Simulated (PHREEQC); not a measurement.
Synthetic water in mg/L, 20 °C, pH 6.75, pe 11:

```json
[
 {"constituent": "Na", "mg/L": "0.0761"},
 {"constituent": "K", "mg/L": "0.00885"},
 {"constituent": "Ca", "mg/L": "0.0825"},
 {"constituent": "Mg", "mg/L": "0.0141"},
 {"constituent": "Cl", "mg/L": "0.128"},
 {"constituent": "S(6) as SO4", "mg/L": "0.0729"},
 {"constituent": "Alkalinity as HCO3", "mg/L": "0.211"},
 {"constituent": "Zn", "mg/L": "0.000165"},
 {"constituent": "Cu(2)", "mg/L": "0.000537"},
 {"constituent": "O(0) (dissolved oxygen)", "mg/L": "0.00439"}
]
```

Na is adjusted to close the charge balance.
Valence states are taken as typed.

Equilibrium calculation in PHREEQC: ion-association model, phreeqc.dat.

No solid was allowed to form.

Q: Order these Cu species by the share of Cu that they hold, largest first: CuCO3, CuOH+, Cu(OH)2, Cu+2, CuHCO3+.

A: Cu+2 (58 %), Cu(OH)2 (38 %), CuOH+ (3.2 %), CuCO3 (0.26 %), CuHCO3+ (0.10 %)

The pH is 6.75 and the ionic strength 1.22e-5 mol/kgw. The database's constant for dissolved Cu(OH)2 is higher than later reviews accept.
